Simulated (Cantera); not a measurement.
Charge: 1 mol C₂H₆, 0.031 mol NH₃, at 1198.15 K and 58.0 Pa.

Equilibrium computed with Cantera from the NASA thermochemical tables; the gas is ideal and each condensed phase is pure. Kinetics and transport are ignored.

| species | before | after |
|---|---|---|
| H₂ | 0.995 | 0.983 |
| N₂ | 0.00506 | 0.0171 |
| C(graphite), mol | 2.00 | 2.00 |
Gas species are given as mole fractions.

Question: Name the change that produced these shifts.
(A) temperature from 1198.15 K to 1823.15 K
(B) NH₃ from 0.031 to 0.84 mol
(C) NH₃ from 0.031 to 0.91 mol
(D) NH₃ from 0.031 to 0.11 mol

Answer: D, NH₃ from 0.031 to 0.11 mol
